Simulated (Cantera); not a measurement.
Feed: 1 mol Na₂SO₄, 0.55 mol CO₂, 5.1 mol H₂O, at 1800 K and 7.50 Torr.

Equilibrium computed with Cantera from the NASA thermochemical tables; the gas is ideal and each condensed phase is pure. Candidate condensed phases: C, C₆H₆, C₇H₈, C₈H₁₈, H₂O, H₂SO₄, Na, NaOH, NaO₂, Na₂CO₃, Na₂O, Na₂O₂, Na₂S, Na₂SO₄, S; 131 gas species. Rates play no part.

Base state: H₂O 0.514, Na 0.115, SO₂ 0.111, NaOH 0.108, O₂ 0.0839, CO₂ 0.0611, OH 0.00393, H₂ 0.000956 (mole fractions); condensed: gas only.

Question: What changes in the equilibrium state with this change: temperature from 1800 K to 998.15 K?

Answer: 
| species | before | after |
|---|---|---|
| H₂O | 0.514 | 0.903 |
| CO₂ | 0.0611 | 0.0973 |
| NaOH | 0.108 | 1.45e-6 |
| Na | 0.115 | 1.39e-9 |
| SO₂ | 0.111 | 7.26e-7 |
| O₂ | 0.0839 | 8.00e-7 |
| NaO | 0.000624 | <1e-9 |
| O | 0.000352 | <1e-9 |
| Na₂SO₄(s), mol | 0 | 1.000 |

Question: What changes in the equilibrium state with this change: temperature from 1800 K to 1225 K?

Answer: 
```json
[
 {"species": "H₂O", "before": "0.514", "after": "0.902"},
 {"species": "CO₂", "before": "0.0611", "after": "0.0973"},
 {"species": "NaOH", "before": "0.108", "after": "0.000452"},
 {"species": "Na", "before": "0.115", "after": "6.84e-6"},
 {"species": "SO₂", "before": "0.111", "after": "0.000229"},
 {"species": "O₂", "before": "0.0839", "after": "0.000125"},
 {"species": "NaO", "before": "0.000624", "after": "3.01e-9"},
 {"species": "SO", "before": "7.62e-5", "after": "<1e-9"},
 {"species": "O", "before": "0.000352", "after": "4.70e-9"},
 {"species": "Na₂SO₄(l), mol", "before": "0", "after": "0.999"}
]
```

Question: What changes in the equilibrium state with this change: temperature from 1800 K to 1548 K?

Answer: 
```csv
species,before,after
H₂O,0.514,0.781
CO₂,0.0611,0.0874
NaOH,0.108,0.0591
Na,0.115,0.0106
SO₂,0.111,0.0349
O₂,0.0839,0.0200
SO,7.62e-5,1.83e-6
O,0.000352,1.08e-5
H,0.000111,4.29e-6
NaO,0.000624,3.64e-5
"Na₂SO₄(l), mol",0,0.739
```
